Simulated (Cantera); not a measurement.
A freely propagating, adiabatic, planar premixed flame of 3.48 % C3H8, 20.2 % O2, 76.3 % N2, unburnt at 350 K and 22000 Pa; mixture-averaged transport, grid criteria slope 0.08 and curve 0.16, no radiation.

Model: GRI-Mech 3.0 (53 species, 325 reactions), integrated in Cantera. GRI-Mech 3.0 was tuned for natural gas; its chemistry of propane as a main component is partial and can be far from experiment. Burning velocities carry a grid error of a few per cent, more on coarse grids.

x: mole fraction of selected species; z is measured from the peak of heat release.

```
z (mm)  T (K)  u (m/s)    x C3H8    x O2   x H2O2      x OH    x CH2     x NO
------  -----  -------  --------  ------  -------  --------  -------  -------
-3.87     350    0.731    0.0348   0.202    <1e-8     <1e-8    <1e-8    <1e-8
-2.58     350    0.733    0.0348   0.202      ___     <1e-8    <1e-8    <1e-8
-1.93     353    0.739    0.0347   0.202  1.94e-7     <1e-8    <1e-8    <1e-8
-1.29     381    0.802    0.0345   0.199  1.83e-6   2.93e-7    <1e-8  1.97e-8
-0.645    704     1.52    0.0281   0.171  7.34e-6   2.45e-5  1.77e-7  3.73e-7
-0.322   1111     2.46    0.0119   0.131  9.58e-6  0.000311  8.25e-6  1.01e-6
0        1500     3.39  0.000620  0.0870  2.38e-6   0.00228  3.88e-5  2.20e-6
0.322    1653     3.74   1.65e-6  0.0615  2.35e-7   0.00517  1.19e-5  3.77e-6
0.645    1691     3.82     <1e-8  0.0511  1.91e-7   0.00669  7.52e-7  4.95e-6
1.29     1728     3.88     <1e-8  0.0443  1.73e-7   0.00767    <1e-8  6.43e-6
2.58     1776     3.96     <1e-8  0.0406      ___   0.00818    <1e-8      ___
5.16     1837     4.08     <1e-8  0.0385  1.05e-7   0.00834    <1e-8  1.24e-5
10.3     1911     4.23     <1e-8  0.0364  7.28e-8   0.00812    <1e-8  1.87e-5
```

What belongs in the gaps?


- -2.58, x H2O2: 3.01e-8
- 2.58, x H2O2: 1.41e-7
- 2.58, x NO: 8.65e-6
